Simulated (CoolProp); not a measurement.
Vapour-liquid equilibrium of propylene (1) + R114 (2) at 0.716 MPa; x and y are mole fractions of (1).

Computed with CoolProp (multi-fluid Helmholtz-energy mixture model, Lemmon 2013 and Platzer 1990; pair parameters Bell 2016). This equation is an older, rougher fit; its heat capacities, sound speeds and derivatives of the liquid may be far off and weren't checked against measurements.

```csv
x,"bubble temperature, mixture model (K)","bubble temperature, Raoult's law (K)","y, mixture model","y, Raoult's law"
0.05,334.9,335.5,0.171,0.185
0.15,322.5,324.8,0.433,0.446
0.25,312.5,316.1,0.605,0.615
0.35,304.7,308.8,0.716,0.729
0.45,298.8,302.6,0.789,0.810
0.55,294.1,297.3,0.842,0.869
0.65,290.4,292.7,0.883,0.912
0.75,287.1,288.6,0.917,0.946
0.85,284.2,285.0,0.949,0.971
0.95,281.5,281.7,0.982,0.991
```

The largest gap from Raoult's law is -4.1 K in bubble temperature, at x = 0.35. No azeotrope shows between x = 0.05 and 0.95.

The pair parameters rest on a limited set of measurements; away from them the model extrapolates.
